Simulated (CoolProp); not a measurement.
Vapour-liquid equilibrium of ethylbenzene (1) + o-xylene (2) at 0.774 bar; x and y are mole fractions of (1).

Model: multi-fluid Helmholtz-energy mixture model, Zhou 2012 and Zhou 2012; pair parameters Bell 2016, in CoolProp.

```json
[
 {"x": "0.05", "bubble temperature (K)": "407.2", "y at the bubble point": "0.062", "dew temperature at overall composition x (K)": "407.3", "liquid density (mol/L)": "7.332"},
 {"x": "0.125", "bubble temperature (K)": "406.5", "y at the bubble point": "0.152", "dew temperature at overall composition x (K)": "406.7", "liquid density (mol/L)": "7.324"},
 {"x": "0.2", "bubble temperature (K)": "405.8", "y at the bubble point": "0.240", "dew temperature at overall composition x (K)": "406.1", "liquid density (mol/L)": "7.317"},
 {"x": "0.275", "bubble temperature (K)": "405.1", "y at the bubble point": "0.324", "dew temperature at overall composition x (K)": "405.5", "liquid density (mol/L)": "7.309"},
 {"x": "0.35", "bubble temperature (K)": "404.4", "y at the bubble point": "0.406", "dew temperature at overall composition x (K)": "404.9", "liquid density (mol/L)": "7.302"},
 {"x": "0.425", "bubble temperature (K)": "403.7", "y at the bubble point": "0.483", "dew temperature at overall composition x (K)": "404.2", "liquid density (mol/L)": "7.296"},
 {"x": "0.5", "bubble temperature (K)": "403.1", "y at the bubble point": "0.558", "dew temperature at overall composition x (K)": "403.6", "liquid density (mol/L)": "7.289"},
 {"x": "0.575", "bubble temperature (K)": "402.5", "y at the bubble point": "0.630", "dew temperature at overall composition x (K)": "402.9", "liquid density (mol/L)": "7.283"},
 {"x": "0.65", "bubble temperature (K)": "401.9", "y at the bubble point": "0.699", "dew temperature at overall composition x (K)": "402.3", "liquid density (mol/L)": "7.276"},
 {"x": "0.725", "bubble temperature (K)": "401.3", "y at the bubble point": "0.765", "dew temperature at overall composition x (K)": "401.7", "liquid density (mol/L)": "7.270"},
 {"x": "0.8", "bubble temperature (K)": "400.8", "y at the bubble point": "0.830", "dew temperature at overall composition x (K)": "401.0", "liquid density (mol/L)": "7.265"},
 {"x": "0.875", "bubble temperature (K)": "400.3", "y at the bubble point": "0.894", "dew temperature at overall composition x (K)": "400.5", "liquid density (mol/L)": "7.260"},
 {"x": "0.95", "bubble temperature (K)": "399.8", "y at the bubble point": "0.958", "dew temperature at overall composition x (K)": "399.9", "liquid density (mol/L)": "7.255"}
]
```

No azeotrope shows between x = 0.05 and 0.95.

The pair parameters rest on a limited set of measurements; away from them the model extrapolates.
